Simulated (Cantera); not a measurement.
A closed system holds: 1 mol SiC, 0.1 mol O₂, 670 mol H₂, held at 1477 °C.

Method: chemical equilibrium by Gibbs-energy minimisation in Cantera with the NASA 1993 tables (ideal gas, pure condensed phases). Candidate condensed phases: C, C₆H₆, C₇H₈, C₈H₁₈, H₂O, Si, SiC, SiO₂; 123 gas species. Gases not in the tables: Si₂H₆ and higher silanes. Equilibrium is a limit: real reactors are often held back by kinetics, nucleation or transport.

Problem. What share of the Si ends up in condensed phases as a function of P (Pa), at 0.100, 1.50, 22, 320, 4600, 68000, 1000000?

Solution. 
```csv
P (Pa),Si condensed (%),as
0.100,0.0,-
1.50,0.0,-
22,77.6,SiC(s)
320,86.4,SiC(s)
4600,89.3,SiC(s)
68000,88.4,SiC(s)
1000000,81.2,SiC(s)
```
